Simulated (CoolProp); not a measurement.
Acetone along the isotherm 446.1 K: fugacity coefficient from the reference equation and from simpler models built on Tc = 508.1 K, pc = 4.692 MPa, ω = 0.307; each cubic takes its own stable root.

Model: reference Helmholtz-energy equation of state, Lemmon 2006, in CoolProp. It is a short technical equation, of lower accuracy than the large ones.

```json
[
 {"p (MPa)": "0.44", "phase": "gas", "reference": "0.9413"},
 {"p (MPa)": "0.88", "phase": "gas", "reference": "0.8834"},
 {"p (MPa)": "1.32", "phase": "gas", "reference": "0.8259"},
 {"p (MPa)": "2.2", "phase": "liquid", "reference": "0.6199"},
 {"p (MPa)": "2.64", "phase": "liquid", "reference": "0.5227"},
 {"p (MPa)": "3.08", "phase": "liquid", "reference": "0.4533"},
 {"p (MPa)": "3.52", "phase": "liquid", "reference": "0.4014"},
 {"p (MPa)": "3.96", "phase": "liquid", "reference": "0.3610"},
 {"p (MPa)": "4.4", "phase": "liquid", "reference": "0.3287"},
 {"p (MPa)": "4.84", "phase": "liquid", "reference": "0.3023"},
 {"p (MPa)": "5.28", "phase": "liquid", "reference": "0.2803"},
 {"p (MPa)": "5.72", "phase": "liquid", "reference": "0.2618"},
 {"p (MPa)": "6.16", "phase": "liquid", "reference": "0.2459"},
 {"p (MPa)": "6.6", "phase": "liquid", "reference": "0.2321"},
 {"p (MPa)": "7.04", "phase": "liquid", "reference": "0.2201"}
]
```

Problem. How far does each simpler model (van der Waals, Redlich-Kwong) lie from the reference over these 15 states: mean and median of the absolute difference, and the worst?

Solution. 
- van der Waals: mean 45.3 %, median 54.8 %, worst +65.9 % at 446.1 K and 7.04 MPa
- Redlich-Kwong: mean 21.6 %, median 25.5 %, worst +29.4 % at 446.1 K and 7.04 MPa

At some of these states van der Waals gives the other phase, because its saturation line lies elsewhere.
